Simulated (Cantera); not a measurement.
A closed system holds: 1 mol SiH₄, 49 mol NH₃, held at 0.133 bar.

Equilibrium computed with Cantera from the NASA thermochemical tables; the gas is ideal and each condensed phase is pure. Candidate condensed phases: Si, Si₃N₄; 18 gas species. The tables' values for SiN are old estimates; treat these amounts as uncertain. Gases not in the tables: Si₂H₆ and higher silanes. Equilibrium is a limit: real reactors are often held back by kinetics, nucleation or transport.

x: gas mole fraction; n: condensed amount in mol.

```
T (K)   x H₂   x N₂       x H      x Si     x NH₃  n Si₃N₄(s)  n Si(l)
-----  -----  -----  --------  --------  --------  ----------  -------
723    0.760  0.240    <1e-12    <1e-12  0.000304       0.333        0
823    0.760  0.240  1.75e-11    <1e-12  0.000103       0.333        0
923    0.760  0.240  5.84e-10    <1e-12   4.37e-5       0.333        0
1023   0.760  0.240   9.88e-9    <1e-12   2.17e-5       0.333        0
1123   0.760  0.240   1.02e-7    <1e-12   1.21e-5       0.333        0
1223   0.760  0.240   7.18e-7    <1e-12   7.44e-6       0.333        0
1323   0.760  0.240       ___    <1e-12       ___       0.333        0
1423   0.760  0.240   1.59e-5  5.13e-11   3.42e-6       0.333        0
1523   0.760  0.240   5.52e-5   2.37e-9   2.50e-6       0.333        0
1623   0.760  0.240  0.000165   6.76e-8   1.90e-6       0.333        0
1723   0.760  0.240  0.000435   1.30e-6   1.49e-6       0.333        0
1823   0.759  0.240       ___       ___       ___       0.332        0
1923   0.753  0.245   0.00224  0.000127   9.90e-7           0    0.976
2023   0.751  0.244   0.00451  0.000427   8.29e-7           0    0.931
```

### Question
Fill in the missing entries.

### Answer

- 1823, x H: 0.00103
- 1823, x Si: 1.80e-5
- 1823, x NH₃: 1.20e-6
- 1323, x H: 3.79e-6
- 1323, x NH₃: 4.90e-6
